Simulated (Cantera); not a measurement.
Silicon carbide growth: SiH2Cl2 + CH4 + H2

Charge: 1 mol SiH2Cl2, 1.8 mol CH4, 1500 mol H2, equilibrated at 2248.15 K and 1330 Pa.

Equilibrium computed with Cantera from the NASA thermochemical tables; the gas is ideal and each condensed phase is pure. Candidate condensed phases: C, C6H6, C7H8, C8H18, Si, SiC; 109 gas species. Rates play no part.

```json
{
  "x(H2)": "0.936",
  "x(H)": "0.0616",
  "x(HCl)": "0.00123",
  "x(Si)": "0.000594",
  "x(C2H2 (acetylene))": "0.000562",
  "x(Cl)": "5.85e-5",
  "x(SiH)": "2.68e-5",
  "x(SiC2)": "1.24e-5",
  "x(SiH2)": "4.73e-6",
  "gas_amount": "1554 mol",
  "log10 activity of C(graphite) (absent)": "-0.37",
  "log10 activity of Si(l) (absent)": "-1.87"
}
```
